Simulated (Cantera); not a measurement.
Input: 1 mol SiHCl₃, 5.2 mol NH₃, 5 mol H₂, held at 825 °C and 90.0 mbar.

Equilibrium computed with Cantera from the NASA thermochemical tables; the gas is ideal and each condensed phase is pure. Candidate condensed phases: NH₄Cl, Si, Si₃N₄; 28 gas species. Kinetics and transport are ignored.

Base state: H₂ 0.707, HCl 0.176, N₂ 0.116, SiCl₄ 0.000765, SiHCl₃ 4.47e-5 (mole fractions); condensed: Si₃N₄(s).

Question: What changes in the equilibrium state with this change: H₂ from 5 to 3.3 mol?

Answer: 
| species | before | after |
|---|---|---|
| H₂ | 0.707 | 0.675 |
| HCl | 0.176 | 0.195 |
| N₂ | 0.116 | 0.129 |
| SiCl₄ | 0.000765 | 0.00117 |
| SiCl₃ | 9.70e-6 | 1.31e-5 |
| SiHCl₃ | 4.47e-5 | 5.89e-5 |
| Si₃N₄(s), mol | 0.329 | 0.327 |
The tables' values for SiCl₃ are old estimates; treat these amounts as uncertain.
